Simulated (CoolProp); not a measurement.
C2F6 (R116) along the isotherm 28.05 °C: fugacity coefficient from the reference equation and from simpler models built on Tc = 19.9 °C, pc = 30.48 bar, ω = 0.257; each cubic takes its own stable root.

Computed with CoolProp (reference Helmholtz-energy equation of state, Lemmon 2006). It is a short technical equation, of lower accuracy than the large ones.

```
p (bar)          phase  reference  Redlich-Kwong  Soave-Redlich-Kwong
-------  -------------  ---------  -------------  -------------------
7.62               gas     0.9250            [?]               0.9235
15.2               gas        [?]         0.8474               0.8494
22.9               gas     0.7770         0.7721                  [?]
30.5     supercritical     0.7020         0.6968               0.7017
38.1     supercritical        [?]         0.6133               0.6219
45.7     supercritical     0.5427         0.5411                  [?]
53.3     supercritical        [?]         0.4877               0.4965
61       supercritical     0.4435         0.4467               0.4552
68.6     supercritical     0.4106         0.4153               0.4234
76.2     supercritical     0.3845         0.3902               0.3981
```

What belongs in the gaps?


- 7.62, Redlich-Kwong: 0.9225
- 15.2, reference: 0.8515
- 22.9, Soave-Redlich-Kwong: 0.7754
- 38.1, reference: 0.6190
- 45.7, Soave-Redlich-Kwong: 0.5501
- 53.3, reference: 0.4864
